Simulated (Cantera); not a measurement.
Input (Python, Cantera) and output of one run.

```python
import numpy as np
import cantera as ct

gas_names = """
    CL CL2 H HCL H2 N NH NH2 NH3 N2 N2H2 N2H4 Si SiCL SiCL2 SiCL3 SiCL4 SiH SiHCL3 SiH2 SiH2CL2 SiH3
    SiH3CL SiH4 SiN Si2 Si2N Si3
""".split()
cond_names = """
    NH4CL(a) NH4CL(b) Si(cr) Si(L) Si3N4(a)
""".split()


def load(file, names, dense=False):
    # The tables refer to 1 bar. Condensed volumes are neglected.
    table = {s.name: s for s in ct.Species.list_from_file(file)}
    out = []
    for n in names:
        d = dict(table[n].input_data)
        d["thermo"] = dict(d["thermo"], **{"reference-pressure": 1e5})
        if dense:
            d["equation-of-state"] = {"model": "constant-volume", "density": "1e6 g/cm^3"}
        out.append(ct.Species.from_dict(d))
    return out


gas = ct.Solution(thermo="ideal-gas", species=load("nasa_gas.yaml", gas_names))
cond = {s.name: ct.Solution(thermo="fixed-stoichiometry", species=[s], name=s.name)
        for s in load("nasa_condensed.yaml", cond_names, dense=True)}
atoms = {
    'Si': {'Si': 1},
    'HCl': {'H': 1, 'CL': 1},
    'N2': {'N': 2},
}
top_T = {'Si3N4(a)': 2400}  # K; cautious upper limits of use, not melting points


def equilibrate(T, P, feed):
    n = {}
    for name, mol in feed.items():
        for a, k in atoms[name].items():
            n[a] = n.get(a, 0.0) + k * mol
    gas.TPX = T, P, n
    mass = sum(n.values()) * gas.mean_molecular_weight
    gas.equilibrate("TP")
    valid = [c for c in cond.values() if c.min_temp <= T <= top_T.get(c.name, c.max_temp)]
    mix = ct.Mixture([(gas, mass / gas.mean_molecular_weight)] + [(c, 0.0) for c in valid])
    mix.T, mix.P = T, P
    mix.equilibrate("TP", solver="vcs", rtol=1e-11, max_steps=5000)
    return mix


results = []
T = 1548  # K
P = 110  # Pa
for m in [2.6, 5.6, 8.6, 12, 15, 18, 21, 24]:
    feed = {'Si': 1, 'HCl': m, 'N2': 78}  # mol
    mix = equilibrate(T, P, feed)
    results.append((T, P, feed, dict(zip(mix.species_names, mix.species_moles))))

top = {s: max(r[3][s] / sum(r[3][g] for g in gas_names) for r in results) for s in gas_names}
cols = sorted((s for s in top if top[s] > 1e-06), key=lambda s: -top[s])[:6]
seen = [c for c in cond_names if any(r[3].get(c, 0) > 1e-12 for r in results)]
print("log10 of partial pressures in bar; condensed amounts in mol")
print(f"{'n(HCl)':>10s}" + "".join(f"{s[:9]:>10s}" for s in cols + seen))
for T, P, feed, n in results:
    ng = sum(n[g] for g in gas_names)
    print(f"{feed['HCl']:10.4g}" + "".join(f"{np.log10(max(n[s] / ng * P / 1e5, 1e-99)):10.3f}" for s in cols)
          + "".join(f"{n.get(c, 0):10.4g}" for c in seen))
```

It prints:

```
log10 of partial pressures in bar; condensed amounts in mol
    n(HCl)        N2       HCL        H2     SiCL2        CL     SiCL3  Si3N4(a)
       2.6    -2.973    -4.892    -4.947    -4.951    -7.028    -7.104   0.05811
       5.6    -2.989    -4.331    -4.872    -4.892    -6.504    -6.520         0
       8.6    -3.004    -4.083    -4.878    -4.916    -6.253    -6.293         0
        12    -3.021    -3.919    -4.884    -4.943    -6.086    -6.154         0
        15    -3.035    -3.820    -4.890    -4.967    -5.984    -6.075         0
        18    -3.049    -3.743    -4.894    -4.989    -5.905    -6.019         0
        21    -3.062    -3.682    -4.899    -5.012    -5.842    -5.978         0
        24    -3.075    -3.631    -4.903    -5.033    -5.789    -5.946         0
```

Equilibrium computed with Cantera from the NASA thermochemical tables; the gas is ideal and each condensed phase is pure. The tables' values for SiCl3, SiCl are old estimates; treat these amounts as uncertain.
